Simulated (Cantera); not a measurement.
Charge: 1 mol HMDSO, 0.32 mol H₂O, held at 548.15 K and 0.133 bar.

Method: chemical equilibrium by Gibbs-energy minimisation in Cantera with the NASA 1993 tables (ideal gas, pure condensed phases). Candidate condensed phases: C, C₆H₆, C₇H₈, C₈H₁₈, H₂O, Si, SiC, SiO₂; 123 gas species. The feed counts by its element totals alone. The numbers say what is thermodynamically allowed, not how fast it happens.

Base state: CH₄ 0.879, H₂ 0.121 (mole fractions); condensed: C(graphite) + SiC(s) + SiO₂(α-quartz).

Task: What changes in the equilibrium state with this change: H₂O from 0.32 to 26 mol?

Result: 
| species | before | after |
|---|---|---|
| H₂O | <1e-9 | 0.704 |
| CH₄ | 0.879 | 0.172 |
| H₂ | 0.121 | 0.0994 |
| CO₂ | <1e-9 | 0.0248 |
| CO | <1e-9 | 5.90e-5 |
| C(graphite), mol | 0.300 | 0 |
| SiC(s), mol | 1.34 | 0 |
| SiO₂(α-quartz), mol | 0.660 | 2.00 |

Task: What changes in the equilibrium state with this change: HMDSO replaced by TEOS?

Result: 
| species | before | after |
|---|---|---|
| CH₄ | 0.879 | 0.571 |
| H₂O | <1e-9 | 0.314 |
| H₂ | 0.121 | 0.0976 |
| CO₂ | <1e-9 | 0.0177 |
| CO | <1e-9 | 9.25e-5 |
| C(graphite), mol | 0.300 | 4.09 |
| SiC(s), mol | 1.34 | 0 |
| SiO₂(α-quartz), mol | 0.660 | 1.00 |
